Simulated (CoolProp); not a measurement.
Vapour-liquid equilibrium of carbon dioxide (1) + CH2F2 (R32) (2) at 261.1 K; x and y are mole fractions of (1).

The numbers come from the multi-fluid Helmholtz-energy mixture model, Span 1996 and Tillner-Roth 1997; pair parameters Bell 2016 in CoolProp.

Give the bubble pressure and the first vapour's composition at x = 0.25, 0.55, 0.95. Is there an azeotrope?

x = 0.25: 1.018 MPa, y = 0.559; x = 0.55: 1.594 MPa, y = 0.807; x = 0.95: 2.389 MPa, y = 0.981. No azeotrope shows between x = 0.05 and 0.95.

The pair parameters rest on a limited set of measurements; away from them the model extrapolates.
